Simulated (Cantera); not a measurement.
Feed: 1 mol SiO₂, 0.039 mol H₂, at 440000 Pa.

Cantera equilibrium calculation (NASA polynomials, part measured and part estimated; ideal gas, pure solids and liquids). Candidate condensed phases: H₂O, Si, SiO₂; 18 gas species. The tables hold silica as quartz up to 1696 K and as liquid above; real silica turns to tridymite and cristobalite and melts near 1996 K. Gases not in the tables: Si(OH)₄. Kinetics and transport are ignored.

Which condensed phases are stable at each of these points (T (°C)): 1652, 1702, 1752, 1802, 1852, 1902, 1952, 2002, 2052, 2102, 2152?


| T (°C) | condensed phases | Si condensed (%) |
|---|---|---|
| 1652 | SiO₂(condensed) | 100.0 |
| 1702 | SiO₂(condensed) | 100.0 |
| 1752 | SiO₂(l) | 100.0 |
| 1802 | SiO₂(l) | 100.0 |
| 1852 | SiO₂(l) | 100.0 |
| 1902 | SiO₂(l) | 99.9 |
| 1952 | SiO₂(l) | 99.9 |
| 2002 | SiO₂(l) | 99.9 |
| 2052 | SiO₂(l) | 99.9 |
| 2102 | SiO₂(l) | 99.8 |
| 2152 | SiO₂(l) | 99.8 |

From 1652 °C to 1702 °C the condensed part is SiO₂(condensed). From 1752 °C to 2152 °C the condensed part is SiO₂(l).
